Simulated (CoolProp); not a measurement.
Vapour pressure (bar) of ethanol: the reference equation beside estimates from Tc = 241.6 °C, pc = 62.68 bar, ω = 0.644. Clausius-Clapeyron is anchored at 146.35 °C with a constant enthalpy of vaporisation of 32.22 kJ/mol.

Values from CoolProp's reference Helmholtz-energy equation of state, Schroeder 2014.

```
T (°C)  reference  Lee-Kesler  Clausius-Clapeyron  van der Waals  Redlich-Kwong  Soave-Redlich-Kwong  Peng-Robinson
------  ---------  ----------  ------------------  -------------  -------------  -------------------  -------------
82.15       1.172       1.176               1.686          11.70          4.866                1.177          1.215
95.05       1.887       1.897               2.470          14.02          6.565                1.903          1.945
107.85      2.915       2.929               3.518          16.61          8.633                2.944          2.984
120.65      4.358       4.361               4.896          19.48          11.13                4.398          4.427
133.55      6.339       6.312               6.690          22.69          14.11                6.385          6.393
146.35      8.947       8.860               8.947          26.17          17.57                8.994          8.968
159.25      12.35       12.17               11.79          30.01          21.61                12.39          12.32
172.05      16.63       16.33               15.25          34.15          26.20                16.67          16.54
184.85      21.96       21.52               19.45          38.62          31.40                22.00          21.82
197.75      28.52       27.98               24.52          43.48          37.30                28.61          28.37
210.55      36.40       35.83               30.49          48.65          43.83                36.55          36.28
```

Absolute difference from the reference over all 11 rows, mean and median: Lee-Kesler 1.0 and 1.0 %, Clausius-Clapeyron 15.3 and 12.3 %, van der Waals 292.6 and 192.5 %, Redlich-Kwong 123.7 and 96.4 %, Soave-Redlich-Kwong 0.5 and 0.4 %, Peng-Robinson 1.3 and 0.6 %.
